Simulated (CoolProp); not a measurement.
Vapour-liquid equilibrium of ethylbenzene (1) + p-xylene (2) at 0.000902 MPa; x and y are mole fractions of (1).

Values from CoolProp's multi-fluid Helmholtz-energy mixture model, Zhou 2012 and Zhou 2012; pair parameters Bell 2016.

```
x     bubble temperature (K)  y at the bubble point  dew temperature at overall composition x (K)  liquid density (mol/L)
----  ----------------------  ---------------------  --------------------------------------------  ----------------------
0.05                   293.5                  0.056                                         293.5                   8.109
0.15                   293.3                  0.165                                         293.3                   8.116
0.25                   293.1                  0.269                                         293.1                   8.122
0.35                   292.9                  0.370                                         293.0                   8.128
0.45                   292.8                  0.469                                         292.8                   8.135
0.55                   292.7                  0.568                                         292.7                   8.141
0.65                   292.6                  0.665                                         292.6                   8.148
0.75                   292.5                  0.762                                         292.5                   8.155
0.85                   292.4                  0.858                                         292.4                   8.162
0.95                   292.3                  0.953                                         292.3                   8.169
```

No azeotrope shows between x = 0.05 and 0.95.

The pair parameters rest on a limited set of measurements; away from them the model extrapolates.
